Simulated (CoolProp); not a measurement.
Vapour-liquid equilibrium of nitrogen (1) + oxygen (2) at 0.198 MPa; x and y are mole fractions of (1).

Values from CoolProp's multi-fluid Helmholtz-energy mixture model, Span 2000 and Schmidt 1985; pair parameters Gernert 2013.

```json
[
 {"x": "0.05", "bubble temperature (K)": "95.7", "y at the bubble point": "0.156", "dew temperature at overall composition x (K)": "96.7", "liquid density (mol/L)": "34.29"},
 {"x": "0.15", "bubble temperature (K)": "93.4", "y at the bubble point": "0.383", "dew temperature at overall composition x (K)": "95.8", "liquid density (mol/L)": "33.67"},
 {"x": "0.25", "bubble temperature (K)": "91.6", "y at the bubble point": "0.538", "dew temperature at overall composition x (K)": "94.8", "liquid density (mol/L)": "33.00"},
 {"x": "0.35", "bubble temperature (K)": "90.0", "y at the bubble point": "0.650", "dew temperature at overall composition x (K)": "93.8", "liquid density (mol/L)": "32.31"},
 {"x": "0.45", "bubble temperature (K)": "88.7", "y at the bubble point": "0.736", "dew temperature at overall composition x (K)": "92.6", "liquid density (mol/L)": "31.60"},
 {"x": "0.55", "bubble temperature (K)": "87.6", "y at the bubble point": "0.805", "dew temperature at overall composition x (K)": "91.4", "liquid density (mol/L)": "30.89"},
 {"x": "0.65", "bubble temperature (K)": "86.5", "y at the bubble point": "0.862", "dew temperature at overall composition x (K)": "90.0", "liquid density (mol/L)": "30.19"},
 {"x": "0.75", "bubble temperature (K)": "85.6", "y at the bubble point": "0.909", "dew temperature at overall composition x (K)": "88.5", "liquid density (mol/L)": "29.48"},
 {"x": "0.85", "bubble temperature (K)": "84.7", "y at the bubble point": "0.950", "dew temperature at overall composition x (K)": "86.8", "liquid density (mol/L)": "28.78"},
 {"x": "0.95", "bubble temperature (K)": "83.9", "y at the bubble point": "0.984", "dew temperature at overall composition x (K)": "84.7", "liquid density (mol/L)": "28.09"}
]
```

No azeotrope shows between x = 0.05 and 0.95.

Pair parameters are fitted to limited data, so mixtures are less certain than the pure fluids.
